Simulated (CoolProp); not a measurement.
Values from CoolProp's reference Helmholtz-energy equation of state, Lemmon 2006. It is a short technical equation, of lower accuracy than the large ones.

Task: Give the vapour pressure (kPa), vapour density (kg/m³), enthalpy of vaporisation (kJ/kg), liquid cp (kJ/(kg K)) of saturated acetone at 374.2 K.

Result: 
```csv
T (K),p (kPa),vapour density (kg/m³),enthalpy of vaporisation (kJ/kg),liquid cp (kJ/(kg K))
374.2,382,8.08,447,2.39
```
